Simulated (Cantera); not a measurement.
Standard-state values (1 bar) from the NASA 1993 polynomials, evaluated with Cantera. Values are per mole of reaction as written; species without (g) are pure solids or liquids, kept so even where they would boil at 1 bar.

### Question
Between 300 and 1648 K, where is each reaction favourable under standard conditions?
- O₃(g) + 6 H(g) + 3 BaO ⇌ 3 Ba(OH)₂

### Answer
- O₃(g) + 6 H(g) + 3 BaO ⇌ 3 Ba(OH)₂: ΔG° is -2398 kJ at 300 K and -1418 kJ at 1648 K; it stays negative (K > 1). ΔH° is -2520 kJ and ΔS° -669 J/K at 1648 K.
